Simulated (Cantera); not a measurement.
# Thermodynamics of boron, boron nitride and boron oxide, feed borazine + H2O + H2

Input: 1 mol borazine, 2.1 mol H2O, 0.54 mol H2, equilibrated at 61.5 Torr.

Method: chemical equilibrium by Gibbs-energy minimisation in Cantera with the NASA 1993 tables (ideal gas, pure condensed phases). Candidate condensed phases: B, BN, B2O3, B3O3H3, H2O; 39 gas species. The feed counts by its element totals alone. Mutual solubility and eutectic melting of coexisting phases are not modelled. Gases not in the tables: H3BO3. Rates play no part.

From 1152 °C to 1327 °C the condensed part is BN(s) + B2O3(l). The share of B in condensed phases is highest at 1152 °C (99.6 %) and lowest at 1327 °C (96.7 %).

| T (°C) | log p H2 | log p N2 | log p HBO2 | log p HBO | log p B2O3 | log p H2O | log p H | log p B2O2 | n BN(s) | n B2O3(l) |
|---|---|---|---|---|---|---|---|---|---|---|
| 1152 | -1.14 | -2.05 | -3.88 | -4.58 | -5.37 | -3.91 | -5.74 | -7.05 | 1.61 | 0.689 |
| 1177 | -1.14 | -2.05 | -3.77 | -4.40 | -5.12 | -3.92 | -5.59 | -6.72 | 1.61 | 0.687 |
| 1202 | -1.14 | -2.05 | -3.68 | -4.22 | -4.89 | -3.93 | -5.46 | -6.40 | 1.61 | 0.683 |
| 1227 | -1.14 | -2.05 | -3.58 | -4.05 | -4.66 | -3.93 | -5.32 | -6.09 | 1.61 | 0.679 |
| 1252 | -1.14 | -2.05 | -3.49 | -3.89 | -4.45 | -3.94 | -5.20 | -5.80 | 1.61 | 0.674 |
| 1277 | -1.14 | -2.05 | -3.40 | -3.73 | -4.23 | -3.94 | -5.07 | -5.51 | 1.61 | 0.667 |
| 1302 | -1.14 | -2.05 | -3.32 | -3.58 | -4.03 | -3.95 | -4.95 | -5.23 | 1.61 | 0.658 |
| 1327 | -1.14 | -2.05 | -3.23 | -3.43 | -3.83 | -3.95 | -4.84 | -4.96 | 1.61 | 0.645 |
log p: log10 of the partial pressure in bar; n: condensed amount in mol.
